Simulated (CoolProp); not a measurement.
Saturation properties of R245fa (Tc = 153.9 °C, pc = 3.651 MPa, ω = 0.378).

Model: reference Helmholtz-energy equation of state, Akasaka 2015, in CoolProp.

```
T (°C)  p (MPa)  liquid density (kg/m³)  enthalpy of vaporisation (kJ/kg)  liquid cp (kJ/(kg K))  vapour viscosity (µPa s)  liquid conductivity (mW/(m K))
------  -------  ----------------------  --------------------------------  ---------------------  ------------------------  ------------------------------
-16.45  0.02374                    1445                             213.0                  1.230                         …                             105
-9.75   0.03349                    1428                             209.6                  1.243                      10.4                             103
-3.05   0.04627                    1412                             206.3                  1.255                      10.7                             101
3.65    0.06275                    1395                             202.8                  1.269                      10.9                            98.5
10.45   0.08398                    1377                             199.3                  1.284                      11.2                            96.4
17.15    0.1101                    1360                             195.6                  1.298                      11.5                            94.3
23.85    0.1424                    1342                             191.9                  1.314                      11.8                            92.3
30.55         …                    1323                             188.0                  1.330                      12.1                            90.3
37.25    0.2287                    1305                             184.0                  1.348                      12.3                            88.3
44.05    0.2858                    1285                             179.8                  1.366                      12.6                            86.3
50.75    0.3522                    1265                             175.4                  1.385                      12.9                            84.4
57.45    0.4297                    1245                             170.9                  1.406                         …                               …
64.15    0.5197                    1224                             166.1                  1.428                      13.5                            80.5
```

Fill in the missing entries.


- -16.45, vapour viscosity (µPa s): 10.1
- 30.55, p (MPa): 0.1816
- 57.45, vapour viscosity (µPa s): 13.2
- 57.45, liquid conductivity (mW/(m K)): 82.4

It boils at 15.0 °C under 1 atm.

Viscosity comes from a separate model (Bell 2016), an estimate that may be off by 10 % or more. Thermal conductivity comes from a separate model (Huber 2003), an estimate that may be off by 10 % or more.
